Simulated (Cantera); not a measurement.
An isothermal, constant-pressure homogeneous reactor starts with C2H6 : H2 = 1 : 2.7 (molar parts), at 2000 K and 0.0133 bar.

Detailed kinetics in Cantera: GRI-Mech 3.0 (53 species, 325 reactions). GRI-Mech 3.0 stops at C3 and has no aromatics, soot or wall deposition, so with more carbon than oxygen in the feed, carbon stays in small species such as C2H2 where larger ones or solid carbon would form. Radical loss at walls, strong at low pressure, is not modelled.

x: mole fraction; the columns are a selection and need not sum to one.

```json
[
 {"t (s)": "1.00e-6", "x C2H6": "0.264", "x H2": "0.726", "x CH4": "0.000161", "x C2H4": "1.91e-6", "x C2H2": "2.16e-10", "x CH2": "(withheld)", "x H": "0.000124"},
 {"t (s)": "3.70e-6", "x C2H6": "0.247", "x H2": "0.716", "x CH4": "0.00204", "x C2H4": "0.000114", "x C2H2": "4.74e-8", "x CH2": "(withheld)", "x H": "0.00103"},
 {"t (s)": "1.37e-5", "x C2H6": "0.182", "x H2": "0.687", "x CH4": "0.0210", "x C2H4": "0.00553", "x C2H2": "2.66e-5", "x CH2": "(withheld)", "x H": "0.00531"},
 {"t (s)": "5.06e-5", "x C2H6": "0.0325", "x H2": "0.618", "x CH4": "0.124", "x C2H4": "0.0418", "x C2H2": "0.00624", "x CH2": "(withheld)", "x H": "0.0161"},
 {"t (s)": "0.000187", "x C2H6": "0.000610", "x H2": "0.656", "x CH4": "0.161", "x C2H4": "0.0277", "x C2H2": "0.0669", "x CH2": "(withheld)", "x H": "0.0147"},
 {"t (s)": "0.000693", "x C2H6": "0.000175", "x H2": "0.713", "x CH4": "0.130", "x C2H4": "0.00930", "x C2H2": "0.113", "x CH2": "(withheld)", "x H": "0.00762"},
 {"t (s)": "0.00256", "x C2H6": "4.93e-5", "x H2": "0.751", "x CH4": "0.0915", "x C2H4": "0.00265", "x C2H2": "0.138", "x CH2": "(withheld)", "x H": "0.00489"},
 {"t (s)": "0.00949", "x C2H6": "1.31e-5", "x H2": "0.783", "x CH4": "0.0496", "x C2H4": "0.000716", "x C2H2": "0.156", "x CH2": "(withheld)", "x H": "0.00464"},
 {"t (s)": "0.0351", "x C2H6": "1.53e-6", "x H2": "0.808", "x CH4": "0.0149", "x C2H4": "0.000106", "x C2H2": "0.169", "x CH2": "(withheld)", "x H": "0.00591"},
 {"t (s)": "0.130", "x C2H6": "3.90e-8", "x H2": "0.814", "x CH4": "0.00186", "x C2H4": "1.77e-5", "x C2H2": "0.174", "x CH2": "(withheld)", "x H": "0.00947"},
 {"t (s)": "0.480", "x C2H6": "5.43e-10", "x H2": "0.813", "x CH4": "0.000190", "x C2H4": "1.28e-5", "x C2H2": "0.174", "x CH2": "(withheld)", "x H": "0.0126"},
 {"t (s)": "1.78", "x C2H6": "7.69e-11", "x H2": "0.813", "x CH4": "6.61e-5", "x C2H4": "1.26e-5", "x C2H2": "0.174", "x CH2": "4.17e-7", "x H": "0.0128"},
 {"t (s)": "6.58", "x C2H6": "6.90e-11", "x H2": "0.813", "x CH4": "6.20e-5", "x C2H4": "1.26e-5", "x C2H2": "0.174", "x CH2": "3.92e-7", "x H": "0.0128"},
 {"t (s)": "24.3", "x C2H6": "6.90e-11", "x H2": "0.813", "x CH4": "6.20e-5", "x C2H4": "1.26e-5", "x C2H2": "0.174", "x CH2": "3.92e-7", "x H": "0.0128"},
 {"t (s)": "90.0", "x C2H6": "6.90e-11", "x H2": "0.813", "x CH4": "6.20e-5", "x C2H4": "1.26e-5", "x C2H2": "0.174", "x CH2": "3.92e-7", "x H": "0.0128"}
]
```

Q: Complete the blanks.

A: 
- 1.00e-6, x CH2: 2.05e-7
- 3.70e-6, x CH2: 8.86e-6
- 1.37e-5, x CH2: 0.000152
- 5.06e-5, x CH2: 0.000386
- 0.000187, x CH2: 0.000214
- 0.000693, x CH2: 8.28e-5
- 0.00256, x CH2: 3.68e-5
- 0.00949, x CH2: 2.28e-5
- 0.0351, x CH2: 1.45e-5
- 0.130, x CH2: 5.91e-6
- 0.480, x CH2: 1.16e-6
